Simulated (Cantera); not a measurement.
A closed system holds: 1 mol PbO, 72 mol N₂, at 26.0 Pa.

These are equilibrium values from Cantera (NASA tables, ideal gas, pure condensed phases), not measurements of a reactor. Candidate condensed phases: Pb, PbO, PbO₂, Pb₃O₄; 12 gas species. The numbers say what is thermodynamically allowed, not how fast it happens.

x: gas mole fraction; n: condensed amount in mol.

```json
[
 {"T (K)": "950", "x N₂": "1.000", "x Pb": "4.01e-5", "x PbO": "0.000203", "x O₂": "…", "x NO": "1.93e-7", "n PbO(yellow)": "0.983"},
 {"T (K)": "1050", "x N₂": "0.993", "x Pb": "0.00102", "x PbO": "0.00569", "x O₂": "…", "x NO": "2.91e-6", "n PbO(yellow)": "0.513"},
 {"T (K)": "1150", "x N₂": "0.985", "x Pb": "0.00347", "x PbO": "0.0102", "x O₂": "…", "x NO": "1.33e-5", "n PbO(yellow)": "0"},
 {"T (K)": "1250", "x N₂": "0.983", "x Pb": "0.00586", "x PbO": "0.00780", "x O₂": "…", "x NO": "3.71e-5", "n PbO(yellow)": "0"},
 {"T (K)": "1350", "x N₂": "0.982", "x Pb": "0.00830", "x PbO": "0.00534", "x O₂": "…", "x NO": "8.45e-5", "n PbO(yellow)": "0"},
 {"T (K)": "1450", "x N₂": "0.981", "x Pb": "0.0103", "x PbO": "0.00337", "x O₂": "…", "x NO": "0.000164", "n PbO(yellow)": "0"},
 {"T (K)": "1550", "x N₂": "0.980", "x Pb": "0.0116", "x PbO": "0.00204", "x O₂": "…", "x NO": "0.000283", "n PbO(yellow)": "0"}
]
```

Q: What belongs in the gaps?

A: 
- 950, x O₂: 1.99e-5
- 1050, x O₂: 0.000507
- 1150, x O₂: 0.00173
- 1250, x O₂: 0.00291
- 1350, x O₂: 0.00411
- 1450, x O₂: 0.00504
- 1550, x O₂: 0.00563
